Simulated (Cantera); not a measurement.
A Cantera script and its output.

```python
import numpy as np
import cantera as ct

gas = ct.Solution("gri30.yaml")
gas.TPX = 1700, 101325, {'CH4': 1, 'H2O': 1.3}
reactor = ct.IdealGasConstPressureReactor(gas, energy="off", clone=False)
net = ct.ReactorNet([reactor])
net.rtol, net.atol = 1e-08, 1e-18
show = ['CH4', 'H2O', 'CH3', 'C2H4', 'CH2', 'H2']
times = np.geomspace(4e-05, 30, 15)

steps = ct.SolutionArray(gas, extra=["t"])
rows = []
print(f"{'t/s':>10s}{'T/K':>9s}{'P/Pa':>11s}" + "".join(f"{s:>11s}" for s in show))
for t in times:
    while net.time < t:
        t_next = net.step()
        steps.append(gas.state, t=t_next)
    rows.append([np.interp(t, steps.t, y) for y in (steps.T, steps.P, *steps(*show).X.T)])
    print(f"{t:10.3e}{rows[-1][0]:9.1f}{rows[-1][1]:11.4g}" + "".join(f"{x:11.3e}" for x in rows[-1][2:]))
rate = np.gradient(steps.T, steps.t)
print("integrator steps:", len(steps.t))
if steps.T.max() > steps.T[0] + 200:
    print(f"time of steepest temperature rise: {steps.t[rate.argmax()]:.4e} s")
gas.TPX = 1700, 101325, {'CH4': 1, 'H2O': 1.3}
gas.equilibrate("TP")
print(f"equilibrium (TP): T = {gas.T:.1f} K  " + "  ".join(f"{s} {gas[s].X[0]:.3e}" for s in show))
```

Result:

```
       t/s      T/K       P/Pa        CH4        H2O        CH3       C2H4        CH2         H2
 4.000e-05   1700.0  1.013e+05  4.333e-01  5.649e-01  8.650e-04  5.623e-05  8.247e-08  7.101e-04
 1.051e-04   1700.0  1.013e+05  4.303e-01  5.645e-01  1.345e-03  4.803e-04  1.953e-07  2.518e-03
 2.763e-04   1700.0  1.013e+05  4.196e-01  5.624e-01  1.905e-03  3.064e-03  3.898e-07  1.045e-02
 7.261e-04   1700.0  1.013e+05  3.842e-01  5.517e-01  2.020e-03  1.114e-02  4.769e-07  4.271e-02
 1.908e-03   1700.0  1.013e+05  3.138e-01  5.222e-01  1.486e-03  1.190e-02  3.497e-07  1.184e-01
 5.015e-03   1700.0  1.013e+05  2.234e-01  4.808e-01  9.792e-04  5.272e-03  2.624e-07  2.196e-01
 1.318e-02   1700.0  1.013e+05  1.344e-01  4.374e-01  5.800e-04  2.954e-03  2.026e-07  3.201e-01
 3.464e-02   1700.0  1.013e+05  7.019e-02  3.926e-01  3.106e-04  2.586e-03  1.561e-07  4.027e-01
 9.104e-02   1700.0  1.013e+05  4.065e-02  3.370e-01  1.803e-04  2.499e-03  1.117e-07  4.678e-01
 2.393e-01   1700.0  1.013e+05  3.069e-02  2.639e-01  1.281e-04  2.075e-03  6.796e-08  5.313e-01
 6.288e-01   1700.0  1.013e+05  2.269e-02  1.857e-01  8.843e-05  1.378e-03  3.457e-08  5.963e-01
 1.653e+00   1700.0  1.013e+05  1.452e-02  1.225e-01  5.392e-05  6.722e-04  1.536e-08  6.494e-01
 4.343e+00   1700.0  1.013e+05  7.533e-03  8.406e-02  2.722e-05  2.026e-04  6.046e-09  6.830e-01
 1.141e+01   1700.0  1.013e+05  2.561e-03  6.787e-02  9.141e-06  2.396e-05  1.756e-09  6.986e-01
 3.000e+01   1700.0  1.013e+05  3.559e-04  6.415e-02  1.267e-06  4.440e-07  2.305e-10  7.030e-01
integrator steps: 2094
equilibrium (TP): T = 1700.0 K  CH4 6.578e-07  H2O 6.375e-02  CH3 2.344e-09  C2H4 2.593e-12  CH2 4.249e-13  H2 7.036e-01
```

Detailed kinetics in Cantera: GRI-Mech 3.0 (53 species, 325 reactions).
